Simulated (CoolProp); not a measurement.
A closed Brayton cycle with carbon dioxide: compressor inlet 323.15 K and 8.3 MPa, high pressure 23.4 MPa, turbine inlet 825 K, compressor efficiency 0.85, turbine efficiency 0.93, recuperator effectiveness 0.9 (on enthalpy, no pinch check). Each further row changes one setting.

Model: reference Helmholtz-energy equation of state, Span 1996, in CoolProp.

| case | thermal efficiency (%) | net work (kJ/kg) | compressor to turbine work | compressor exit (K) | turbine exit (K) |
|---|---|---|---|---|---|
| as stated | 34.6 | 87.7 | 0.37 | 408.2 | 697.6 |
| turbine inlet 775 K | [?] | 78.0 | 0.40 | 408.2 | 652.3 |
| compressor inlet 333.15 K | 33.4 | 80.6 | [?] | 425.3 | 697.6 |
| high pressure 19.9 MPa | 33.6 | [?] | 0.35 | 394.5 | 716.9 |
| recuperator effectiveness 0.5 | 22.7 | 87.7 | 0.37 | 408.2 | 697.6 |

What belongs in the gaps?


- turbine inlet 775 K, thermal efficiency (%): 32.7
- compressor inlet 333.15 K, compressor to turbine work: 0.42
- high pressure 19.9 MPa, net work (kJ/kg): 77.1
